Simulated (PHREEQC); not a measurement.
Make-up at 25 °C: 9.5 mmol/kgw Cu(NO3)2, 0.21 mmol/kgw H2SO4 and 23 mmol/kgw KCl. Closed to the air; pH follows from the charge balance.

Equilibrium calculation in PHREEQC: ion-association model, phreeqc.dat.

Q: The ionic strength comes out as 0.0513 mol/kgw. What activity coefficients do K+, Cu+2, H+, CuCl+, KSO4- get?

A: K+ 0.81, Cu+2 0.48, H+ 0.85, CuCl+ 0.81, KSO4- 0.83.

This is a speciation only: nothing precipitates in the calculation. Species that the database lacks are ignored.
